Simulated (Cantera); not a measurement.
Silicon epitaxy and polysilicon growth: SiHCl3 + HCl + H2

Charge: 1 mol SiHCl3, 0.49 mol HCl, 56 mol H2, held at 11000 Pa.

Cantera equilibrium calculation (NASA polynomials, part measured and part estimated; ideal gas, pure solids and liquids). Candidate condensed phases: Si; 19 gas species. The tables' values for SiCl3, SiCl are old estimates; treat these amounts as uncertain. Gases not in the tables: Si2H6 and higher silanes. The numbers say what is thermodynamically allowed, not how fast it happens.

```csv
T (°C),x H2,x HCl,x SiCl4,x SiCl2,x SiHCl3,x SiCl3,x H,x SiH2Cl2,n Si(s),n Si(l)
552,0.982,0.00191,0.00982,4.12e-6,0.00623,2.14e-5,2.37e-11,0.000334,0.0551,0
652,0.979,0.00574,0.00917,4.87e-5,0.00568,0.000106,7.77e-10,0.000345,0.115,0
752,0.973,0.0134,0.00761,0.000328,0.00476,0.000346,1.30e-8,0.000330,0.228,0
852,0.964,0.0249,0.00495,0.00136,0.00333,0.000740,1.32e-7,0.000275,0.382,0
952,0.955,0.0366,0.00206,0.00343,0.00167,0.000944,9.18e-7,0.000182,0.517,0
1052,0.950,0.0431,0.000502,0.00535,0.000567,0.000703,4.81e-6,9.19e-5,0.579,0
1152,0.948,0.0448,0.000100,0.00638,0.000166,0.000403,2.00e-5,4.20e-5,0.585,0
1252,0.948,0.0448,2.17e-5,0.00694,5.20e-5,0.000225,6.94e-5,2.00e-5,0.575,0
1352,0.948,0.0445,5.53e-6,0.00732,1.83e-5,0.000132,0.000207,1.03e-5,0.561,0
1452,0.947,0.0448,1.61e-6,0.00729,7.05e-6,7.92e-5,0.000545,5.44e-6,0,0.565
```
x: gas mole fraction; n: condensed amount in mol.

From 552 °C to 1352 °C the condensed part is Si(s). At 1452 °C the condensed part is Si(l). The main Si-bearing gas is SiCl4 at 552 °C and SiCl2 at 1452 °C. The share of Si in condensed phases is highest at 1152 °C (58.5 %) and lowest at 552 °C (5.5 %).
